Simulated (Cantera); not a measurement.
Feed: 1 mol Ta(OEt)₅, 29 mol H₂O, 3.3 mol H₂, equilibrated at 2600 °C and 6.80 Pa.

Cantera equilibrium calculation (NASA polynomials, part measured and part estimated; ideal gas, pure solids and liquids). Candidate condensed phases: C, C₆H₆, C₇H₈, C₈H₁₈, H₂O, Ta, TaC, Ta₂O₅; 113 gas species. The feed counts by its element totals alone. Equilibrium is a limit: real reactors are often held back by kinetics, nucleation or transport.

Base state: H 0.724, O 0.181, CO 0.0816, TaO₂ 0.00451, TaO 0.00365, H₂ 0.00323, OH 0.00130, O₂ 0.000432 (mole fractions); condensed: gas only.

Problem. What changes in the equilibrium state with this change: temperature from 2600 °C to 2550 °C?

Solution. 
| species | before | after |
|---|---|---|
| H | 0.724 | 0.723 |
| O | 0.181 | 0.180 |
| CO | 0.0816 | 0.0818 |
| H₂ | 0.00323 | 0.00452 |
| TaO₂ | 0.00451 | 0.00545 |
| H₂O | 1.93e-5 | 3.90e-5 |
| CO₂ | 6.84e-5 | 0.000101 |
| O₂ | 0.000432 | 0.000622 |
